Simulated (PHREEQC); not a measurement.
## Sulfide liquor: an equilibrium model

A solution holds 0.34 mmol/kgw H2S, 0.099 mmol/kgw NaCl and 0.071 mmol/kgw FeCl2, at 10 °C. Closed to the air; pH follows from the charge balance.

Computed with PHREEQC (ion-association model, phreeqc.dat).

```json
{
 "pH": "5.24",
 "ionic_strength": "0.000315 mol/kgw"
}
```

```json
[
 {"species": "H2S", "molality": "0.000334", "activity": "0.000334", "log γ": "0.000"},
 {"species": "Cl-", "molality": "0.000241", "activity": "0.000236", "log γ": "-0.009"},
 {"species": "Na+", "molality": "9.90e-5", "activity": "9.71e-5", "log γ": "-0.009"},
 {"species": "Fe+2", "molality": "7.01e-5", "activity": "6.48e-5", "log γ": "-0.034"},
 {"species": "H+", "molality": "5.86e-6", "activity": "5.75e-6", "log γ": "-0.008"},
 {"species": "HS-", "molality": "4.04e-6", "activity": "3.96e-6", "log γ": "-0.009"},
 {"species": "Fe(HS)2", "molality": "9.07e-7", "activity": "9.07e-7", "log γ": "0.000"},
 {"species": "FeCl+", "molality": "2.15e-8", "activity": "2.11e-8", "log γ": "-0.009"},
 {"species": "FeOH+", "molality": "1.12e-9", "activity": "1.10e-9", "log γ": "-0.009"}
]
```

This is a speciation only: nothing precipitates in the calculation. Species that the database lacks are ignored. Away from 25 °C the constants follow the database's enthalpies or fits; those with neither stay at their 25 °C values.
